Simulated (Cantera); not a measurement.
An isothermal, constant-pressure homogeneous reactor starts with CH₄ : N₂ = 1 : 5 (molar parts), at 1800 K and 0.000110 bar.

Detailed kinetics in Cantera: GRI-Mech 3.0 (53 species, 325 reactions). GRI-Mech 3.0 stops at C3 and has no aromatics, soot or wall deposition, so with more carbon than oxygen in the feed, carbon stays in small species such as C2H2 where larger ones or solid carbon would form. Radical loss at walls, strong at low pressure, is not modelled.

**Question.** Predict: x(CH₄) at 9.00 s; x(CH₂) at 9.00 s; x(C₂H₄) at 9.00 s; x(HCN) at 9.00 s; x(C₂H₆) at 9.00 s; x(H) at 9.00 s.

**Answer.** 
```
Quantity                                            Result
-----------------  ---------------------------------------
x(CH₄) at 9.00 s    0.0457 (gas-phase equilibrium 9.93e-8)
x(CH₂) at 9.00 s   4.95e-6 (gas-phase equilibrium 1.30e-8)
x(C₂H₄) at 9.00 s  0.00136 (gas-phase equilibrium 1.49e-8)
x(HCN) at 9.00 s    1.67e-6 (gas-phase equilibrium 0.0847)
x(C₂H₆) at 9.00 s   2.79e-6 (gas-phase equilibrium <1e-12)
x(H) at 9.00 s     0.000414 (gas-phase equilibrium 0.0156)
```
